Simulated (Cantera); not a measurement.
Feed: 1 mol SiO2, a varied amount of CH4, 1.1 mol CO, at 1600 K and 0.0133 bar.

Equilibrium computed with Cantera from the NASA thermochemical tables; the gas is ideal and each condensed phase is pure. Candidate condensed phases: C, C6H6, C7H8, C8H18, H2O, Si, SiC, SiO2; 123 gas species. Mutual solubility and eutectic melting of coexisting phases are not modelled. The tables hold silica as quartz up to 1696 K and as liquid above; real silica turns to tridymite and cristobalite and melts near 1996 K. Rates play no part.

log p: log10 of the partial pressure in bar; n: condensed amount in mol.

```json
[
 {"n(CH4) (mol)": "0.64", "log p H2": "-2.25", "log p CO": "-2.16", "log p SiO": "-3.15", "log p H": "-5.39", "log p C2H2 (acetylene)": "-8.35", "n SiC(s)": "0.160", "n SiO2(β-quartz)": "0.679", "n C(graphite)": "0"},
 {"n(CH4) (mol)": "0.83", "log p H2": "-2.21", "log p CO": "-2.19", "log p SiO": "-3.14", "log p H": "-5.37", "log p C2H2 (acetylene)": "-8.36", "n SiC(s)": "0.211", "n SiO2(β-quartz)": "0.593", "n C(graphite)": "0"},
 {"n(CH4) (mol)": "1.1", "log p H2": "-2.17", "log p CO": "-2.23", "log p SiO": "-3.12", "log p H": "-5.35", "log p C2H2 (acetylene)": "-8.38", "n SiC(s)": "0.285", "n SiO2(β-quartz)": "0.469", "n C(graphite)": "0"},
 {"n(CH4) (mol)": "1.4", "log p H2": "-2.15", "log p CO": "-2.27", "log p SiO": "-3.11", "log p H": "-5.34", "log p C2H2 (acetylene)": "-8.40", "n SiC(s)": "___", "n SiO2(β-quartz)": "___", "n C(graphite)": "0"},
 {"n(CH4) (mol)": "1.9", "log p H2": "-2.12", "log p CO": "-2.30", "log p SiO": "-3.10", "log p H": "-5.33", "log p C2H2 (acetylene)": "-8.42", "n SiC(s)": "0.500", "n SiO2(β-quartz)": "0.100", "n C(graphite)": "0"},
 {"n(CH4) (mol)": "2.4", "log p H2": "-2.09", "log p CO": "-2.33", "log p SiO": "___", "log p H": "-5.31", "log p C2H2 (acetylene)": "___", "n SiC(s)": "___", "n SiO2(β-quartz)": "0", "n C(graphite)": "0"},
 {"n(CH4) (mol)": "3.2", "log p H2": "-2.05", "log p CO": "-2.36", "log p SiO": "-4.90", "log p H": "-5.29", "log p C2H2 (acetylene)": "-6.61", "n SiC(s)": "0.991", "n SiO2(β-quartz)": "0", "n C(graphite)": "0.218"}
]
```

Question: Complete the blanks.

Answer: 
- 1.4, n SiC(s): 0.366
- 1.4, n SiO2(β-quartz): 0.331
- 2.4, log p SiO: -3.30
- 2.4, log p C2H2 (acetylene): -8.22
- 2.4, n SiC(s): 0.700
